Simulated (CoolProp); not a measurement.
Saturated liquid density (kg/m³) of water: the reference equation beside estimates from Tc = 647.1 K, pc = 220.6 bar, ω = 0.344.

Computed with CoolProp (reference Helmholtz-energy equation of state, Wagner 2002).

```csv
T (K),reference,van der Waals,Redlich-Kwong
431.3,909.3,433.6,…
447.8,…,…,616.5
464.4,…,…,599.6
480.9,855.5,405.1,581.8
497.4,834.7,…,562.9
513.9,812.3,383.4,542.8
530.4,787.9,371.5,521.3
547,761.0,358.5,497.9
563.5,731.2,344.5,472.7
580,697.6,328.9,444.8
```

Some entries are withheld; supply them.


- 431.3, Redlich-Kwong: 632.4
- 447.8, reference: 892.6
- 447.8, van der Waals: 424.6
- 464.4, reference: 874.7
- 464.4, van der Waals: 415.1
- 497.4, van der Waals: 394.6

Absolute difference from the reference over all 10 rows, mean and median: van der Waals 52.7 and 52.8 %, Redlich-Kwong 33.1 and 32.9 %.
